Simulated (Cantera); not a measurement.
Input: 1 mol Mg(OH)₂, 0.039 mol CO₂, 0.014 mol H₂, equilibrated at 750 Torr.

Equilibrium computed with Cantera from the NASA thermochemical tables; the gas is ideal and each condensed phase is pure. Candidate condensed phases: C, C₆H₆, C₇H₈, C₈H₁₈, H₂O, Mg, MgCO₃, MgO, Mg(OH)₂; 116 gas species. Kinetics and transport are ignored.

Task: At 1748 K, list the 6 most abundant gas species with their mole fractions, and the condensed phases.

Result: H₂O 0.951, CO₂ 0.0354, H₂ 0.0118, CO 0.00158, OH 0.000117, H 2.48e-5. Condensed: MgO(s).
